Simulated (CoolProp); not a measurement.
Values from CoolProp's reference Helmholtz-energy equation of state, Fiedler 2023.

Task: Give the vapour pressure (MPa), liquid density (kg/m³), vapour density (kg/m³), enthalpy of vaporisation (kJ/kg) of saturated tetrahydrofuran at 15.15, 37.55, 45.05 °C.

Result: 
```csv
T (°C),p (MPa),liquid density (kg/m³),vapour density (kg/m³),enthalpy of vaporisation (kJ/kg)
15.15,0.0138,893,0.417,453
37.55,0.0366,868,1.03,437
45.05,0.0489,860,1.35,432
```
